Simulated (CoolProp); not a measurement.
Hexamethyldisiloxane (MM) at several states: density (kg/m³) from the reference equation and from simpler models built on Tc = 518.7 K, pc = 1931 kPa, ω = 0.418; each cubic takes its own stable root.

Model: reference Helmholtz-energy equation of state, Thol 2016, in CoolProp.

```json
[
 {"T (K)": "572.3", "p (kPa)": "555", "phase": "gas", "reference": "20.47"},
 {"T (K)": "375.3", "p (kPa)": "239", "phase": "liquid", "reference": "673.3"},
 {"T (K)": "326.5", "p (kPa)": "2920", "phase": "liquid", "reference": "734.7"}
]
```

### Question
How far does each simpler model (Redlich-Kwong, Soave-Redlich-Kwong) lie from the reference over these 3 states: mean and median of the absolute difference, and the worst?

### Answer
- Redlich-Kwong: mean 7.9 %, median 10.6 %, worst -12.9 % at 375.3 K and 239 kPa
- Soave-Redlich-Kwong: mean 4.5 %, median 6.2 %, worst -6.6 % at 375.3 K and 239 kPa
